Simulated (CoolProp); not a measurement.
Vapour-liquid equilibrium of n-butane (1) + cis-2-butene (2) at 0.355 bar; x and y are mole fractions of (1).

The numbers come from the multi-fluid Helmholtz-energy mixture model, Bücker 2006 and Lemmon 2005; pair parameters Bell 2016 in CoolProp.

Task: Give the bubble temperature and the first vapour's composition at x = 0.05, 0.5, 0.8. Is there an azeotrope?

Result: x = 0.05: 251.8 K, y = 0.067; x = 0.5: 249.4 K, y = 0.547; x = 0.8: 248.4 K, y = 0.821. No azeotrope shows between x = 0.05 and 0.95.

Pair parameters are fitted to limited data, so mixtures are less certain than the pure fluids.
